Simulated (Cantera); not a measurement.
Gas mixture: 15.4 % NO, 84.6 % O2, at 0.790 bar, frozen composition.

Cantera's kinetic-theory transport with the Lennard-Jones parameters of GRI-Mech 3.0, ideal gas; thermal conductivity in the multicomponent form.

One state of this run: ρ (kg/m³) = 0.430; cp (J/kg/K) = 1036; μ (µPa s) = 37.2; λ (mW/m/K) = 54.3; Pr = 0.710; D (cm²/s) H2 = 4.29; D (cm²/s) CH4 = 1.26; D (cm²/s) NH3 = 1.37. D: mixture-averaged diffusion coefficient of that species in the mixture.

### Question
Which value of T (K) does it belong to?
A) 900
B) 700
C) 600
D) 800

### Answer
B, 700
